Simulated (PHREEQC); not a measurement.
Dissolve 0.44 mmol/kgw H2SO4 and 0.042 mmol/kgw CuSO4 at 25 °C. Closed to the air; pH follows from the charge balance.

The numbers come from PHREEQC with the ion-association model, phreeqc.dat.

No solid was allowed to form.

### Question
What pH, specific conductance does the model give?

### Answer
pH 3.09; specific conductance 361 µS/cm.

### Question
In which forms is Cu present?

### Answer
Cu+2 94 %, CuSO4 6.2 % of the Cu.
